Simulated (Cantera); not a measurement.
## Si + Cl2 + H2 (chlorosilane synthesis and conversion)

Feed: 1 mol Si, 1.7 mol Cl2, 7.1 mol H2, at 120 Torr.

Equilibrium computed with Cantera from the NASA thermochemical tables; the gas is ideal and each condensed phase is pure. Candidate condensed phases: Si; 19 gas species. The tables' values for SiCl3 are old estimates; treat these amounts as uncertain. Equilibrium is a limit: real reactors are often held back by kinetics, nucleation or transport.

From 502 °C to 1177 °C the condensed part is Si(s). The main Si-bearing gas is SiCl4 at 502 °C and SiCl2 at 1177 °C. The share of Si in condensed phases is highest at 952 °C (16.8 %) and lowest at 1177 °C (7.5 %).

```
T (°C)   x H2    x HCl  x SiCl4   x SiCl2  x SiHCl3   x SiCl3  x SiH2Cl2       x H  n Si(s)
------  -----  -------  -------  --------  --------  --------  ---------  --------  -------
502     0.882  0.00144   0.0824   2.21e-6    0.0327   3.58e-5    0.00100  2.33e-12   0.0843
577     0.881  0.00381   0.0824   1.96e-5    0.0316  0.000151    0.00107  4.81e-11   0.0905
652     0.878  0.00855   0.0816  0.000120    0.0304  0.000497    0.00111  6.10e-10    0.101
727     0.872   0.0169   0.0795  0.000554    0.0289   0.00135    0.00114   5.30e-9    0.117
802     0.862   0.0298   0.0751   0.00202    0.0270   0.00309    0.00113   3.41e-8    0.137
877     0.847   0.0481   0.0676   0.00600    0.0242   0.00609    0.00109   1.72e-7    0.157
952     0.827   0.0709   0.0560    0.0148    0.0204    0.0102   0.000989   7.08e-7    0.168
1027    0.802   0.0957   0.0407    0.0305    0.0155    0.0145   0.000837   2.48e-6    0.156
1102    0.777    0.118   0.0247    0.0518    0.0104    0.0167   0.000645   7.55e-6    0.121
1177    0.758    0.134   0.0123    0.0734   0.00600    0.0157   0.000452   2.06e-5   0.0745
```
x: gas mole fraction; n: condensed amount in mol.
